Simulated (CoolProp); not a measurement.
The numbers come from the reference Helmholtz-energy equation of state, Lemmon 2006 in CoolProp. It is a short technical equation, of lower accuracy than the large ones.

Task: Give the vapour pressure (bar), liquid density (kg/m³), vapour density (kg/m³), liquid cp (kJ/(kg K)) of saturated C2F6 (R116) at 224.2 K.

Result: 
| T (K) | p (bar) | liquid density (kg/m³) | vapour density (kg/m³) | liquid cp (kJ/(kg K)) |
|---|---|---|---|---|
| 224.2 | 3.86 | 1470 | 32.3 | 1.03 |
